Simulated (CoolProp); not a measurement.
Properties of CH2F2 (R32) along the isotherm 161.85 °C.

The numbers come from the reference Helmholtz-energy equation of state, Tillner-Roth 1997 in CoolProp.

| p (MPa) | phase | cv (kJ/(kg K)) | viscosity (µPa s) | Prandtl number |
|---|---|---|---|---|
| 0.964 | gas | 0.8975 | 19.2 | 0.750 |
| 1.93 | gas | [?] | 19.3 | 0.750 |
| 2.89 | gas | 0.9271 | 19.4 | 0.757 |
| 3.86 | gas | 0.9424 | 19.6 | [?] |
| 4.82 | gas | 0.9578 | 19.9 | 0.788 |
| 5.78 | gas | [?] | 20.2 | 0.812 |
| 6.75 | supercritical | 0.9890 | 20.6 | 0.842 |
| 7.71 | supercritical | 1.004 | 21.2 | 0.877 |
| 8.67 | supercritical | 1.019 | [?] | 0.918 |
| 9.64 | supercritical | 1.033 | 22.8 | 0.964 |
| 10.6 | supercritical | 1.046 | 23.9 | 1.01 |
| 11.6 | supercritical | 1.057 | 25.2 | 1.07 |
| 12.5 | supercritical | 1.065 | [?] | 1.12 |
| 13.5 | supercritical | 1.072 | 28.5 | [?] |
| 14.5 | supercritical | [?] | 30.5 | 1.22 |

Problem. Complete the blanks.

Solution. 
- 1.93, cv (kJ/(kg K)): 0.9122
- 3.86, Prandtl number: 0.770
- 5.78, cv (kJ/(kg K)): 0.9733
- 8.67, viscosity (µPa s): 21.9
- 12.5, viscosity (µPa s): 26.7
- 13.5, Prandtl number: 1.17
- 14.5, cv (kJ/(kg K)): 1.077

Viscosity comes from a separate model (Bell 2016), an estimate that may be off by 10 % or more. Thermal conductivity comes from a separate model (Huber 2003), an estimate that may be off by 10 % or more.
